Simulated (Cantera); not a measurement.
## Ignition delay

Mixture: 2.78 % C3H8, 20.4 % O2, 76.8 % N2, at 12.8 atm, adiabatic and at constant volume. Ignition delay is the time to a rise of 400 K.

Cantera simulation using GRI-Mech 3.0 (53 species, 325 reactions); the numbers are that mechanism's predictions, not measurements. GRI-Mech 3.0 was tuned for natural gas; its chemistry of propane as a main component is partial and can be far from experiment. The pressure lies above the range GRI-Mech 3.0 was tuned for (to about 10 atm).

```csv
T0 (K),delay (ms)
1000,48.8
1100,7.45
1200,1.24
1300,0.232
1400,0.0530
1500,0.0157
1600,0.00600
```

| Quantity | Result |
|---|---|
| apparent activation energy between 1400 and 1600 K | 200 kJ/mol |
